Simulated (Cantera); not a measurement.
An isothermal, constant-pressure homogeneous reactor starts with CO : O2 : H2O : N2 = 0.0032 : 0.015 : 0.00011 : 1 (molar parts), at 1200 K and 7500 Torr.

Detailed kinetics in Cantera: GRI-Mech 3.0 (53 species, 325 reactions).

x: mole fraction; the columns are a selection and need not sum to one.

| t (s) | x CO | x O2 | x H2O | x CO2 | x NO |
|---|---|---|---|---|---|
| 2.00e-5 | 0.00314 | 0.0147 | 0.000108 | 4.65e-10 | <1e-12 |
| 0.000111 | 0.00314 | 0.0147 | 0.000108 | 2.80e-9 | <1e-12 |
| 0.000616 | 0.00314 | 0.0147 | 0.000108 | 2.20e-8 | <1e-12 |
| 0.00342 | 0.00314 | 0.0147 | 0.000108 | 3.32e-7 | <1e-12 |
| 0.0190 | 0.00311 | 0.0147 | 0.000108 | 3.08e-5 | 2.92e-11 |
| 0.105 | (withheld) | 0.0145 | 0.000107 | 0.000550 | 4.68e-9 |
| 0.585 | (withheld) | 0.0137 | 0.000108 | 0.00219 | 8.90e-8 |
| 3.25 | (withheld) | 0.0132 | 0.000108 | 0.00314 | 4.00e-7 |
| 18.0 | 1.53e-10 | 0.0132 | 0.000108 | 0.00315 | 4.88e-7 |
| 100 | 1.52e-10 | 0.0132 | 0.000108 | 0.00315 | 4.88e-7 |

Q: Complete the blanks.

A: 
- 0.105, x CO: 0.00259
- 0.585, x CO: 0.000960
- 3.25, x CO: 2.69e-6
